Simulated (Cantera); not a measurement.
Cantera run:

```python
import numpy as np
import cantera as ct

gas_names = """
    CL CL2 Cs CsCL Cs2 Cs2CL2 N N2
""".split()
cond_names = """
    Cs(cr) Cs(L) CsCL(a) CsCL(b) CsCL(L)
""".split()


def load(file, names, dense=False):
    # The tables refer to 1 bar. Condensed volumes are neglected.
    table = {s.name: s for s in ct.Species.list_from_file(file)}
    out = []
    for n in names:
        d = dict(table[n].input_data)
        d["thermo"] = dict(d["thermo"], **{"reference-pressure": 1e5})
        if dense:
            d["equation-of-state"] = {"model": "constant-volume", "density": "1e6 g/cm^3"}
        out.append(ct.Species.from_dict(d))
    return out


gas = ct.Solution(thermo="ideal-gas", species=load("nasa_gas.yaml", gas_names))
cond = {s.name: ct.Solution(thermo="fixed-stoichiometry", species=[s], name=s.name)
        for s in load("nasa_condensed.yaml", cond_names, dense=True)}
atoms = {
    'CsCl': {'Cs': 1, 'CL': 1},
    'N2': {'N': 2},
}
top_T = {}  # K; cautious upper limits of use, not melting points


def equilibrate(T, P, feed):
    n = {}
    for name, mol in feed.items():
        for a, k in atoms[name].items():
            n[a] = n.get(a, 0.0) + k * mol
    gas.TPX = T, P, n
    mass = sum(n.values()) * gas.mean_molecular_weight
    gas.equilibrate("TP")
    valid = [c for c in cond.values() if c.min_temp <= T <= top_T.get(c.name, c.max_temp)]
    mix = ct.Mixture([(gas, mass / gas.mean_molecular_weight)] + [(c, 0.0) for c in valid])
    mix.T, mix.P = T, P
    mix.equilibrate("TP", solver="vcs", rtol=1e-11, max_steps=5000)
    return mix


results = []
feed = {'CsCl': 1, 'N2': 280}  # mol
T = 1173.15  # K
P = 100000  # Pa
mix = equilibrate(T, P, feed)
results.append((T, P, feed, dict(zip(mix.species_names, mix.species_moles))))
x = sorted(zip(gas.X, gas.species_names), reverse=True)
print(f"T = {T:g} K  P = {P:g} Pa  gas = {mix.phase_moles(0):.4g} mol")
print("   x: " + "  ".join(f"{s} {v:.3e}" for v, s in x if v > 0.0001))
print("   condensed (mol): " + ("  ".join(f"{mix.phase(i).name} {mix.phase_moles(i):.4g}"
      for i in range(1, mix.n_phases) if mix.phase_moles(i) > 1e-12) or "none"))
```

Output:

```
T = 1173.15 K  P = 100000 Pa  gas = 280.9 mol
   x: N2 9.967e-01  CsCL 2.982e-03  Cs2CL2 2.888e-04
   condensed (mol): none
```

Method: chemical equilibrium by Gibbs-energy minimisation in Cantera with the NASA 1993 tables (ideal gas, pure condensed phases).
